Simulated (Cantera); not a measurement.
Input (Python, Cantera) and output of one run.

```python
import numpy as np
import cantera as ct

gas_names = """
    B BF BF2 BF3 BH BHF2 BH2 BH3 BO BOF BOF2 BO2 B2 B2O B2O2 B2O3 B3O3F3 B3O3H3 F FO FO2 F2 F2O H HBO
    HBO2 HF HOF HO2 H2 H2F2 H2O H2O2 H3B3O6 H3F3 H4F4 H5F5 H6F6 H7F7 O OH O2 O3
""".split()
cond_names = """
    B(b) B(L) B2O3(L) B3O3H3(cr) H2O(s) H2O(L)
""".split()


# ... load() reads the species with a 1 bar reference pressure and builds the phases ...
atoms = {
    'B2O3': {'B': 2, 'O': 3},
    'F2': {'F': 2},
    'H2': {'H': 2},
}
top_T = {}  # K; cautious upper limits of use, not melting points


# ... equilibrate(T, P, feed) seeds the gas with the atoms and calls Mixture.equilibrate('TP', solver="vcs", rtol=1e-11, max_steps=5000) ...
results = []
T = 1625  # K
P = 1333.22  # Pa
for m in [3.7, 7.6, 12, 15, 19, 23, 27, 31, 35, 39, 43, 47]:
    feed = {'B2O3': 1, 'F2': 5.7, 'H2': m}  # mol
    mix = equilibrate(T, P, feed)
    results.append((T, P, feed, dict(zip(mix.species_names, mix.species_moles))))

top = {s: max(r[3][s] / sum(r[3][g] for g in gas_names) for r in results) for s in gas_names}
cols = sorted((s for s in top if top[s] > 1e-05), key=lambda s: -top[s])[:9]
seen = [c for c in cond_names if any(r[3].get(c, 0) > 1e-12 for r in results)]
print("log10 of partial pressures in bar; condensed amounts in mol")
print(f"{'n(H2)':>10s}" + "".join(f"{s[:9]:>10s}" for s in cols + seen))
for T, P, feed, n in results:
    ng = sum(n[g] for g in gas_names)
    print(f"{feed['H2']:10.4g}" + "".join(f"{np.log10(max(n[s] / ng * P / 1e5, 1e-99)):10.3f}" for s in cols)
          + "".join(f"{n.get(c, 0):10.4g}" for c in seen))
```

Result:

```
log10 of partial pressures in bar; condensed amounts in mol
     n(H2)        H2        HF       BOF       BF3        O2       H2O      HBO2         H        OH
       3.7    -7.446    -2.032    -2.945    -2.839    -2.888    -3.837    -5.193    -7.874    -5.641
       7.6    -2.745    -2.069    -2.797    -3.645   -10.532    -2.958    -4.130    -5.524    -7.113
        12    -2.343    -2.184    -2.906    -3.849   -11.604    -3.093    -4.258    -5.323    -7.448
        15    -2.240    -2.248    -2.966    -3.963   -11.958    -3.167    -4.328    -5.271    -7.574
        19    -2.159    -2.320    -3.035    -4.095   -12.285    -3.249    -4.407    -5.231    -7.697
        23    -2.108    -2.382    -3.094    -4.208   -12.527    -3.319    -4.475    -5.206    -7.792
        27    -2.073    -2.436    -3.146    -4.307   -12.718    -3.379    -4.533    -5.188    -7.870
        31    -2.047    -2.484    -3.193    -4.396   -12.876    -3.433    -4.585    -5.175    -7.936
        35    -2.028    -2.527    -3.235    -4.477   -13.011    -3.480    -4.631    -5.165    -7.994
        39    -2.012    -2.567    -3.273    -4.550   -13.128    -3.524    -4.673    -5.157    -8.045
        43    -1.999    -2.603    -3.308    -4.618   -13.232    -3.563    -4.711    -5.151    -8.090
        47    -1.989    -2.636    -3.340    -4.681   -13.325    -3.599    -4.747    -5.146    -8.132
```

Equilibrium computed with Cantera from the NASA thermochemical tables; the gas is ideal and each condensed phase is pure. The tables' values for BF2 are old estimates; treat these amounts as uncertain. Gases not in the tables: H3BO3.
